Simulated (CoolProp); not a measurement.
Saturation properties of sulfur dioxide (Tc = 430.6 K, pc = 7.887 MPa, ω = 0.256).

The numbers come from the reference Helmholtz-energy equation of state, Gao 2016 in CoolProp.

| T (K) | p (MPa) | vapour density (kg/m³) | enthalpy of vaporisation (kJ/kg) |
|---|---|---|---|
| 261.2 | 0.09285 | 2.813 | 391.3 |
| 269 | 0.1308 | 3.874 | 384.3 |
| 276.9 | 0.1809 | 5.248 | 377.1 |
| 284.7 | 0.2440 | 6.954 | 369.7 |
| 292.5 | 0.3233 | 9.066 | 362.1 |
| 300.4 | 0.4225 | 11.69 | 354.1 |
| 308.2 | 0.5420 | 14.82 | 345.8 |
| 316 | 0.6858 | 18.58 | 337.2 |
| 323.8 | 0.8568 | 23.07 | 328.2 |
| 331.7 | 1.061 | 28.45 | 318.6 |
| 339.5 | 1.296 | 34.73 | 308.5 |
| 347.3 | 1.569 | 42.12 | 297.9 |
| 355.1 | 1.881 | 50.81 | 286.5 |

It boils at 263.1 K under 1 atm.
